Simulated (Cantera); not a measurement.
What does this Cantera script print?

```python
import numpy as np
import cantera as ct

gas_names = """
    CL CLO CL2 H HCL HOCL HO2 H2 H2O H2O2 Mg MgCL MgCL2 MgH MgO MgOH MgO2H2 Mg2 O OH O2 O3
""".split()
cond_names = """
    H2O(s) H2O(L) Mg(cr) Mg(L) MgCL2(s) MgCL2(L) MgO(s) MgO(L) MgO2H2(s)
""".split()


# ... load() reads the species with a 1 bar reference pressure and builds the phases ...
atoms = {
    'MgO': {'Mg': 1, 'O': 1},
    'HCl': {'H': 1, 'CL': 1},
    'H2': {'H': 2},
}
top_T = {}  # K; cautious upper limits of use, not melting points


# ... equilibrate(T, P, feed) seeds the gas with the atoms and calls Mixture.equilibrate('TP', solver="vcs", rtol=1e-11, max_steps=5000) ...
results = []
feed = {'MgO': 1, 'HCl': 2, 'H2': 7.5}  # mol
P = 38000  # Pa
for T in [873, 973, 1073, 1173, 1273, 1373, 1473, 1573, 1673, 1773, 1873]:
    mix = equilibrate(T, P, feed)
    results.append((T, P, feed, dict(zip(mix.species_names, mix.species_moles))))

top = {s: max(r[3][s] / sum(r[3][g] for g in gas_names) for r in results) for s in gas_names}
cols = sorted((s for s in top if top[s] > 1e-05), key=lambda s: -top[s])[:7]
seen = [c for c in cond_names if any(r[3].get(c, 0) > 1e-12 for r in results)]
print("log10 of partial pressures in bar; condensed amounts in mol")
print(f"{'T/K':>10s}" + "".join(f"{s[:9]:>10s}" for s in cols + seen))
for T, P, feed, n in results:
    ng = sum(n[g] for g in gas_names)
    print(f"{T:10.4g}" + "".join(f"{np.log10(max(n[s] / ng * P / 1e5, 1e-99)):10.3f}" for s in cols)
          + "".join(f"{n.get(c, 0):10.4g}" for c in seen))
```

Result:

```
log10 of partial pressures in bar; condensed amounts in mol
       T/K        H2       HCL       H2O     MgCL2         H        Mg        CL  MgCL2(s)    MgO(s)
       873    -0.520    -1.123    -2.590    -5.492   -10.590   -19.208   -11.197   0.06375    0.9362
       973    -0.522    -1.105    -3.116    -4.033    -9.227   -15.640    -9.836   0.01679    0.9809
      1073    -0.523    -1.104    -3.211    -3.211    -8.115   -13.079    -8.739         0    0.9846
      1173    -0.523    -1.110    -2.920    -2.920    -7.190   -11.332    -7.836         0    0.9699
      1273    -0.523    -1.120    -2.681    -2.681    -6.408    -9.860    -7.076         0    0.9479
      1373    -0.523    -1.134    -2.484    -2.484    -5.739    -8.600    -6.432         0     0.918
      1473    -0.523    -1.152    -2.321    -2.321    -5.159    -7.509    -5.880         0    0.8807
      1573    -0.523    -1.174    -2.187    -2.187    -4.652    -6.553    -5.403         0    0.8374
      1673    -0.523    -1.199    -2.076    -2.076    -4.205    -5.707    -4.989         0    0.7899
      1773    -0.523    -1.228    -1.984    -1.985    -3.808    -4.954    -4.626         0    0.7403
      1873    -0.524    -1.258    -1.907    -1.910    -3.452    -4.279    -4.307         0    0.6897
```

These are equilibrium values from Cantera (NASA tables, ideal gas, pure condensed phases), not measurements of a reactor. Condensed phases not in the tables: MgOHCl.
